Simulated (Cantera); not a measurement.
A closed system holds: 1 mol CH2F2, 0.68 mol CH4, equilibrated at 3025 K.

Method: chemical equilibrium by Gibbs-energy minimisation in Cantera with the NASA 1993 tables (ideal gas, pure condensed phases). Candidate condensed phases: C, C6H6, C7H8, C8H18; 95 gas species. Rates play no part.

log p: log10 of the partial pressure in bar; n: condensed amount in mol.

```csv
P (Pa),log p H,log p HF,log p H2,log p F,log p C,log p C3,log p C2H2 (acetylene),log p C2,n C(graphite)
1,-5.25,-7.16,-8.96,-5.63,-5.72,-7.97,-13.19,-7.43,0
10,-4.24,-5.21,-6.95,-4.69,-4.93,-5.60,-9.60,-5.85,0
100,-3.27,-3.61,-5.01,-4.06,-4.45,-4.16,-6.70,-4.89,0
1000,(withheld),(withheld),(withheld),(withheld),-4.19,-3.39,(withheld),-4.38,(withheld)
10000,(withheld),(withheld),(withheld),(withheld),-4.19,-3.39,(withheld),-4.38,1.48
100000,-1.02,-0.25,-0.50,-2.95,-4.19,-3.39,-1.68,-4.38,1.51
```

Question: Some entries are withheld; supply them.

Answer: 
- 1000, log p H: -2.35
- 1000, log p HF: -2.39
- 1000, log p H2: -3.17
- 1000, log p F: -3.77
- 1000, log p C2H2 (acetylene): -4.34
- 1000, n C(graphite): 0.909
- 10000, log p H: -1.60
- 10000, log p HF: -1.29
- 10000, log p H2: -1.67
- 10000, log p F: -3.41
- 10000, log p C2H2 (acetylene): -2.85
